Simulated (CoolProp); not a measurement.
100 sccm (0 °C, 1 atm) of nitrogen bubbles through liquid octamethyltrisiloxane (MDM) at 320.9 K and leaves saturated at a total pressure of 0.0292 MPa (ideal gas phase). Each further row changes one setting.

Computed with CoolProp (reference Helmholtz-energy equation of state, Thol 2017).

```tsv
case	vapour pressure (kPa)	mole fraction of vapour	delivery (mg/min)	delivery (sccm)	change of delivery for a bath 1 K warmer (%)
as stated	1.94	0.0664	75.0	7.11	6.0
bath temperature 325.9 K	2.53	0.0865	100.0	9.47	5.9
total pressure 0.0584 MPa	1.94	0.0332	36.2	3.43	5.7
```
